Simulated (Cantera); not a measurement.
A closed system holds: 1 mol Mg(OH)2, 0.36 mol H2, 0.016 mol CO2, 0.093 mol H2O, at 1450 K and 13.0 Pa.

Method: chemical equilibrium by Gibbs-energy minimisation in Cantera with the NASA 1993 tables (ideal gas, pure condensed phases). Candidate condensed phases: C, C6H6, C7H8, C8H18, H2O, Mg, MgCO3, MgO, Mg(OH)2; 116 gas species. Kinetics and transport are ignored.

Base state: H2O 0.749, H2 0.240, CO2 0.00618, CO 0.00471, H 0.000406, OH 3.04e-5 (mole fractions); condensed: MgO(s).

Question: What changes in the equilibrium state with this change: 0.018 mol CH4 added?

Answer: 
```tsv
species	before	after
H2O	0.749	0.705
H2	0.240	0.273
CO2	0.00618	0.0116
CO	0.00471	0.0107
OH	3.04e-5	2.68e-5
H	0.000406	0.000433
MgO(s), mol	1.000	1.000
```

Question: What changes in the equilibrium state with this change: H2 from 0.36 to 0.14 mol?

Answer: 
| species | before | after |
|---|---|---|
| H2O | 0.749 | 0.878 |
| H2 | 0.240 | 0.109 |
| CO2 | 0.00618 | 0.00989 |
| OH | 3.04e-5 | 5.29e-5 |
| CO | 0.00471 | 0.00292 |
| H | 0.000406 | 0.000274 |
| MgO(s), mol | 1.000 | 1.00 |

Question: What changes in the equilibrium state with this change: H2O from 0.093 to 2.9 mol?

Answer: 
```csv
species,before,after
H2O,0.749,0.913
H2,0.240,0.0834
CO2,0.00618,0.00307
CO,0.00471,0.000668
OH,3.04e-5,6.28e-5
H,0.000406,0.000240
"MgO(s), mol",1.000,1.000
```
